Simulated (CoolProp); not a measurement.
Vapour-liquid equilibrium of R134a (1) + R236FA (2) at -41.75 °C; x and y are mole fractions of (1).

Values from CoolProp's multi-fluid Helmholtz-energy mixture model, Tillner-Roth 1994 and Pan 2012; pair parameters Bell 2016.

```csv
x,bubble pressure (MPa),y at the bubble point,dew pressure at overall composition x (MPa),liquid density (mol/L)
0.05,0.01482,0.155,0.01365,10.44
0.15,0.01813,0.380,0.01475,10.73
0.25,0.02142,0.536,0.01605,11.04
0.35,0.02472,0.650,0.01760,11.36
0.45,0.02804,0.738,0.01947,11.71
0.55,0.03138,0.808,0.02179,12.06
0.65,0.03474,0.865,0.02472,12.44
0.75,0.03813,0.912,0.02855,12.84
0.85,0.04154,0.952,0.03379,13.26
0.95,0.04496,0.985,0.04138,13.71
```

No azeotrope shows between x = 0.05 and 0.95.

The pair parameters rest on a limited set of measurements; away from them the model extrapolates.
